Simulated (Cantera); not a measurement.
# Chlorosilane synthesis and conversion: SiCl4 + HCl + H2

Feed: 1 mol SiCl4, 0.63 mol HCl, 2.6 mol H2, held at 200000 Pa.

These are equilibrium values from Cantera (NASA tables, ideal gas, pure condensed phases), not measurements of a reactor. Candidate condensed phases: Si; 19 gas species. The tables' values for SiCl3 are old estimates; treat these amounts as uncertain. The numbers say what is thermodynamically allowed, not how fast it happens.

From 875 K to 1325 K nothing is condensed. The main Si-bearing gas is SiCl4 throughout.

```csv
T (K),x H2,x SiCl4,x HCl,x SiHCl3,x SiCl3
875,0.613,0.234,0.151,0.00208,5.19e-6
950,0.610,0.232,0.153,0.00424,3.39e-5
1025,0.607,0.229,0.157,0.00761,0.000164
1100,0.602,0.223,0.162,0.0122,0.000624
1175,0.595,0.216,0.169,0.0179,0.00193
1250,0.585,0.206,0.180,0.0238,0.00496
1325,0.571,0.191,0.195,0.0287,0.0107
```
x: gas mole fraction; nothing condenses.
